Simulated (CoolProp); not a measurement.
Vapour-liquid equilibrium of cyclopentane (1) + ethanol (2) at 172.15 °C; x and y are mole fractions of (1).

The numbers come from the multi-fluid Helmholtz-energy mixture model, Gedanitz 2015 and Schroeder 2014; pair parameters Bell 2016 in CoolProp.

Q: Give the bubble pressure and the first vapour's composition at x = 0.05, 0.35, 0.725. Is there an azeotrope?

A: x = 0.05: 1.764 MPa, y = 0.091; x = 0.35: 2.383 MPa, y = 0.479; x = 0.725: 2.469 MPa, y = 0.641. y crosses x between x = 0.575 and 0.65: the model has an azeotrope there.

Pair parameters are fitted to limited data, so mixtures are less certain than the pure fluids.
